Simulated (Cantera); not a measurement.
Cantera run, input and output.

```python
import numpy as np
import cantera as ct

gas = ct.Solution("h2o2.yaml")
gas.TPX = 1050, 1300, {'H2': 0.37, 'O2': 1}
inlet = ct.Reservoir(gas, clone=True)

reactor = ct.IdealGasConstPressureReactor(gas, energy="off", clone=False)
exhaust = ct.Reservoir(gas, clone=True)
tau = [11, 3.9, 1.4, 0.52, 0.19, 0.069, 0.025, 0.0092, 0.0034, 0.0012][0]
for a, b in ((inlet, reactor), (reactor, exhaust)):
    ct.MassFlowController(a, b, mdot=lambda t: reactor.mass / tau)
net = ct.ReactorNet([reactor])
show = ['H2', 'O2', 'HO2', 'OH', 'H']

rows = []
print(f"{'tau/s':>10s}{'T/K':>9s}" + "".join(f"{s:>11s}" for s in show))
for tau in [11, 3.9, 1.4, 0.52, 0.19, 0.069, 0.025, 0.0092, 0.0034, 0.0012]:
    net.initial_time = 0.0
    net.advance(30 * tau)
    before = gas.X
    net.advance(40 * tau)
    drift = np.max(np.abs(gas.X - before) / (gas.X + 1e-9))
    rows.append([gas.T, *gas[show].X, drift])
    print(f"{tau:10.3e}{gas.T:9.1f}" + "".join(f"{x:11.3e}" for x in gas[show].X))
```

Result:

```
     tau/s      T/K         H2         O2        HO2         OH          H
 1.100e+01   1050.0  3.055e-04  6.873e-01  4.473e-06  5.231e-04  4.523e-05
 3.900e+00   1050.0  5.934e-04  6.869e-01  6.696e-06  7.439e-04  1.276e-04
 1.400e+00   1050.0  1.129e-03  6.863e-01  9.245e-06  1.060e-03  3.547e-04
 5.200e-01   1050.0  2.072e-03  6.851e-01  1.176e-05  1.505e-03  9.491e-04
 1.900e-01   1050.0  3.788e-03  6.828e-01  1.405e-05  2.163e-03  2.560e-03
 6.900e-02   1050.0  6.865e-03  6.785e-01  1.575e-05  3.115e-03  6.817e-03
 2.500e-02   1050.0  1.229e-02  6.704e-01  1.647e-05  4.421e-03  1.737e-02
 9.200e-03   1050.0  2.139e-02  6.575e-01  1.591e-05  5.964e-03  3.898e-02
 3.400e-03   1050.0  3.667e-02  6.440e-01  1.427e-05  7.428e-03  6.884e-02
 1.200e-03   1050.0  6.730e-02  6.431e-01  1.222e-05  8.415e-03  8.634e-02
```

Cantera simulation using the H2/O2 subset of GRI-Mech 3.0, which has no nitrogen chemistry; the numbers are that mechanism's predictions, not measurements. Radical loss at walls, strong at low pressure, is not modelled. The temperature is held fixed by assumption; the heat of reaction is taken as removed at once.
